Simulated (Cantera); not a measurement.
Input: 1 mol MgCO3, 2.5 mol CO2, 5.8 mol H2, at 2073.15 K and 0.00540 bar.

Method: chemical equilibrium by Gibbs-energy minimisation in Cantera with the NASA 1993 tables (ideal gas, pure condensed phases). Candidate condensed phases: C, C6H6, C7H8, C8H18, H2O, Mg, MgCO3, MgO, Mg(OH)2; 116 gas species. Rates play no part.

Base state: H2O 0.308, CO 0.303, H2 0.293, CO2 0.0659, H 0.0194, Mg 0.00733, OH 0.00232, MgOH 0.000173 (mole fractions); condensed: MgO(s).

Q: What changes in the equilibrium state with this change: CO2 from 2.5 to 0.044 mol?

A: 
```tsv
species	before	after
H2	0.293	0.629
H2O	0.308	0.167
CO	0.303	0.138
CO2	0.0659	0.00755
Mg	0.00733	0.0291
H	0.0194	0.0284
O2	4.96e-5	3.14e-6
MgH	4.73e-6	2.75e-5
O	0.000110	2.77e-5
OH	0.00232	0.000856
Mg(OH)2	2.13e-5	1.15e-5
MgO(s), mol	0.929	0.789
```
The tables' values for MgH are old estimates; treat these amounts as uncertain.
